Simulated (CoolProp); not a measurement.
Vapour-liquid equilibrium of hydrogen sulfide (1) + n-pentane (2) at 0.586 MPa; x and y are mole fractions of (1).

Model: multi-fluid Helmholtz-energy mixture model, Lemmon 2006 and Thol 2019; pair parameters Kunz 2012, in CoolProp.

```json
[
 {"x": "0.05", "bubble temperature (°C)": "78.2", "y at the bubble point": "0.393", "dew temperature at overall composition x (°C)": "97.1", "liquid density (mol/L)": "8.029"},
 {"x": "0.15", "bubble temperature (°C)": "40.0", "y at the bubble point": "0.811", "dew temperature at overall composition x (°C)": "92.0", "liquid density (mol/L)": "9.183"},
 {"x": "0.25", "bubble temperature (°C)": "16.6", "y at the bubble point": "0.925", "dew temperature at overall composition x (°C)": "86.7", "liquid density (mol/L)": "___"},
 {"x": "0.35", "bubble temperature (°C)": "4.1", "y at the bubble point": "0.959", "dew temperature at overall composition x (°C)": "80.9", "liquid density (mol/L)": "11.25"},
 {"x": "0.45", "bubble temperature (°C)": "-2.6", "y at the bubble point": "___", "dew temperature at overall composition x (°C)": "74.5", "liquid density (mol/L)": "12.36"},
 {"x": "0.55", "bubble temperature (°C)": "-6.4", "y at the bubble point": "0.979", "dew temperature at overall composition x (°C)": "___", "liquid density (mol/L)": "13.62"},
 {"x": "0.65", "bubble temperature (°C)": "___", "y at the bubble point": "0.983", "dew temperature at overall composition x (°C)": "58.7", "liquid density (mol/L)": "15.17"},
 {"x": "0.75", "bubble temperature (°C)": "-11.3", "y at the bubble point": "0.987", "dew temperature at overall composition x (°C)": "48.1", "liquid density (mol/L)": "17.12"},
 {"x": "0.85", "bubble temperature (°C)": "-13.7", "y at the bubble point": "0.991", "dew temperature at overall composition x (°C)": "33.6", "liquid density (mol/L)": "19.69"},
 {"x": "0.95", "bubble temperature (°C)": "-16.5", "y at the bubble point": "___", "dew temperature at overall composition x (°C)": "8.0", "liquid density (mol/L)": "23.24"}
]
```

Some entries are withheld; supply them.


- 0.25, liquid density (mol/L): 10.23
- 0.45, y at the bubble point: 0.972
- 0.55, dew temperature at overall composition x (°C): 67.3
- 0.65, bubble temperature (°C): -9.1
- 0.95, y at the bubble point: 0.997

No azeotrope shows between x = 0.05 and 0.95.

Pair parameters are fitted to limited data, so mixtures are less certain than the pure fluids. The gap from Raoult's law changes sign with composition, which may be real or a fault of the pair parameters; it wasn't checked against measurements.
